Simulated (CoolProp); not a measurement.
A single-stage vapour-compression cycle with the fluid: evaporating at 200.15 K (dew point), condensing at 234.15 K (bubble point), superheat 0 K, subcooling 5 K, compressor efficiency 0.7, no pressure losses. The same conditions are run with several fluids, on thermodynamics alone (safety and materials aside).

The numbers come from the reference Helmholtz-energy equation of state of each fluid (ethylene: Smukala 2000; carbonyl sulfide: Lemmon 2006; R22: Kamei 1995; hydrogen sulfide: Lemmon 2006; C2F6 (R116): Lemmon 2006; chlorine: Thol 2021) in CoolProp.

| fluid | cooling COP | pressure ratio | discharge temperature (K) | refrigerating effect (kJ/kg) | volumetric capacity (kJ/m³) |
|---|---|---|---|---|---|
| ethylene | 3.45 | 3.26 | 283.5 | 355 | 3030 |
| carbonyl sulfide | 3.63 | 5.39 | 323.2 | 290 | 324 |
| R22 | 3.68 | 6.55 | 303.0 | 222 | 196 |
| hydrogen sulfide | 3.56 | 5.27 | ___ | 503 | 531 |
| C2F6 (R116) | 3.51 | 4.24 | ___ | 85.7 | 994 |
| chlorine | 3.50 | 6.54 | 370.2 | ___ | ___ |

### Question
Complete the blanks.

### Answer

- hydrogen sulfide, discharge temperature (K): 343.1
- C2F6 (R116), discharge temperature (K): 244.6
- chlorine, refrigerating effect (kJ/kg): 281
- chlorine, volumetric capacity (kJ/m³): 148
